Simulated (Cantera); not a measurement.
# borazine + H2 + H2O (boron, boron nitride and boron oxide)

Input: 1 mol borazine, 1.6 mol H2, a varied amount of H2O, equilibrated at 1298.15 K and 0.170 bar.

Equilibrium computed with Cantera from the NASA thermochemical tables; the gas is ideal and each condensed phase is pure. Candidate condensed phases: B, BN, B2O3, B3O3H3, H2O; 39 gas species. The feed counts by its element totals alone. Mutual solubility and eutectic melting of coexisting phases are not modelled. Gases not in the tables: H3BO3. Kinetics and transport are ignored.

From 0.19 mol H2O to 4.4 mol H2O the condensed part is BN(s) + B2O3(l). At 6.5 mol H2O the condensed part is B2O3(l).

```json
[
 {"n(H2O) (mol)": "0.19", "x H2": "0.986", "x H2O": "0.00108", "x N2": "0.0127", "x HBO2": "0.000240", "x (HBO2)3": "1.22e-7", "x HBO": "2.80e-5", "x NH3": "2.34e-6", "n BN(s)": "2.88", "n B2O3(l)": "0.0607"},
 {"n(H2O) (mol)": "0.29", "x H2": "0.980", "x H2O": "0.00123", "x N2": "0.0189", "x HBO2": "0.000256", "x (HBO2)3": "1.48e-7", "x HBO": "2.61e-5", "x NH3": "2.83e-6", "n BN(s)": "2.81", "n B2O3(l)": "0.0937"},
 {"n(H2O) (mol)": "0.42", "x H2": "0.972", "x H2O": "0.00137", "x N2": "0.0266", "x HBO2": "0.000270", "x (HBO2)3": "1.73e-7", "x HBO": "2.45e-5", "x NH3": "3.32e-6", "n BN(s)": "2.73", "n B2O3(l)": "0.137"},
 {"n(H2O) (mol)": "0.63", "x H2": "0.960", "x H2O": "0.00152", "x N2": "0.0381", "x HBO2": "0.000285", "x (HBO2)3": "2.04e-7", "x HBO": "2.30e-5", "x NH3": "3.90e-6", "n BN(s)": "2.59", "n B2O3(l)": "0.206"},
 {"n(H2O) (mol)": "0.92", "x H2": "0.946", "x H2O": "0.00167", "x N2": "0.0521", "x HBO2": "0.000298", "x (HBO2)3": "2.33e-7", "x HBO": "2.17e-5", "x NH3": "4.46e-6", "n BN(s)": "2.39", "n B2O3(l)": "0.302"},
 {"n(H2O) (mol)": "1.4", "x H2": "0.926", "x H2O": "0.00182", "x N2": "0.0715", "x HBO2": "0.000311", "x (HBO2)3": "2.65e-7", "x HBO": "2.03e-5", "x NH3": "5.07e-6", "n BN(s)": "2.08", "n B2O3(l)": "0.461"},
 {"n(H2O) (mol)": "2", "x H2": "0.907", "x H2O": "0.00193", "x N2": "0.0911", "x HBO2": "0.000320", "x (HBO2)3": "2.89e-7", "x HBO": "1.93e-5", "x NH3": "5.54e-6", "n BN(s)": "1.68", "n B2O3(l)": "0.660"},
 {"n(H2O) (mol)": "3", "x H2": "0.882", "x H2O": "0.00203", "x N2": "0.116", "x HBO2": "0.000329", "x (HBO2)3": "3.12e-7", "x HBO": "1.83e-5", "x NH3": "5.98e-6", "n BN(s)": "1.01", "n B2O3(l)": "0.992"},
 {"n(H2O) (mol)": "4.4", "x H2": "0.858", "x H2O": "0.00210", "x N2": "0.139", "x HBO2": "0.000335", "x (HBO2)3": "3.29e-7", "x HBO": "1.75e-5", "x NH3": "6.31e-6", "n BN(s)": "0.0824", "n B2O3(l)": "1.46"},
 {"n(H2O) (mol)": "6.5", "x H2": "0.721", "x H2O": "0.157", "x N2": "0.119", "x HBO2": "0.00289", "x (HBO2)3": "0.000212", "x HBO": "1.70e-6", "x NH3": "4.49e-6", "n BN(s)": "0", "n B2O3(l)": "1.48"}
]
```
x: gas mole fraction; n: condensed amount in mol.
